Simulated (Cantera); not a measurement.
# Equilibrium for iron carbonyl, mercury and lead vapours: PbO + CO + H₂

Input: 1 mol PbO, 2.9 mol CO, 2.4 mol H₂, held at 10000 Pa.

These are equilibrium values from Cantera (NASA tables, ideal gas, pure condensed phases), not measurements of a reactor. Candidate condensed phases: C, C₆H₆, C₇H₈, C₈H₁₈, H₂O, Pb, PbO, PbO₂, Pb₃O₄; 113 gas species. The numbers say what is thermodynamically allowed, not how fast it happens.

From 998 K to 1448 K the condensed part is Pb(l). From 1498 K to 1648 K nothing is condensed. The main Pb-bearing gas is Pb throughout.

```
T (K)   x CO   x H₂      x Pb   x CO₂   x H₂O       x H     x CH₄  n Pb(l)
-----  -----  -----  --------  ------  ------  --------  --------  -------
998    0.430  0.381  0.000155   0.117  0.0717   4.20e-9  0.000132    0.999
1048   0.437  0.374  0.000447   0.110  0.0790   1.49e-8   3.15e-5    0.998
1098   0.444  0.367   0.00117   0.103  0.0856   4.74e-8   8.58e-6    0.994
1148   0.449  0.360   0.00280  0.0966  0.0915   1.36e-7   2.62e-6    0.985
1198   0.453  0.353   0.00624  0.0908  0.0967   3.57e-7   8.79e-7    0.967
1248   0.455  0.346    0.0130  0.0853   0.101   8.69e-7   3.20e-7    0.930
1298   0.453  0.337    0.0256  0.0798   0.104   1.97e-6   1.24e-7    0.861
1348   0.447  0.326    0.0478  0.0741   0.106   4.17e-6   4.97e-8    0.734
1398   0.433  0.309    0.0852  0.0678   0.105   8.32e-6   2.02e-8    0.506
1448   0.407  0.286     0.146  0.0604   0.101   1.56e-5   7.99e-9   0.0937
1498   0.403  0.279     0.159  0.0570   0.102   2.87e-5   3.90e-9        0
1548   0.406  0.277     0.159  0.0547   0.104   5.12e-5   2.09e-9        0
1598   0.408  0.275     0.159  0.0526   0.106   8.82e-5   1.16e-9        0
1648   0.410  0.273     0.159  0.0506   0.108  0.000147  6.72e-10        0
```
x: gas mole fraction; n: condensed amount in mol.
